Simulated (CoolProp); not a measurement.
Vapour-liquid equilibrium of R143a (1) + isobutene (2) at 0.061 MPa; x and y are mole fractions of (1).

Model: multi-fluid Helmholtz-energy mixture model, Lemmon and Jacobsen 2000 and Lemmon 2005; pair parameters Bell 2016, in CoolProp.

| x | bubble temperature, mixture model (°C) | bubble temperature, Raoult's law (°C) | y, mixture model | y, Raoult's law |
|---|---|---|---|---|
| 0.05 | -31.5 | -23.8 | 0.450 | 0.224 |
| 0.125 | -41.0 | -29.4 | 0.680 | 0.450 |
| 0.2 | -45.8 | -34.0 | 0.767 | 0.598 |
| 0.275 | -48.6 | -37.8 | 0.809 | 0.700 |
| 0.35 | -50.3 | -41.0 | 0.835 | 0.773 |
| 0.425 | -51.5 | -43.8 | 0.853 | 0.828 |
| 0.5 | -52.4 | -46.3 | 0.867 | 0.869 |
| 0.575 | -53.2 | -48.4 | 0.881 | 0.902 |
| 0.65 | -53.9 | -50.4 | 0.894 | 0.928 |
| 0.725 | -54.6 | -52.1 | 0.910 | 0.949 |
| 0.8 | -55.4 | -53.7 | 0.928 | 0.966 |
| 0.875 | -56.1 | -55.2 | 0.950 | 0.981 |
| 0.95 | -56.9 | -56.6 | 0.977 | 0.993 |

The largest gap from Raoult's law is -11.8 K in bubble temperature, at x = 0.2. No azeotrope shows between x = 0.05 and 0.95.

Pair parameters are fitted to limited data, so mixtures are less certain than the pure fluids. With so large a gap from Raoult's law the liquid may split in two, which this calculation doesn't test in full.
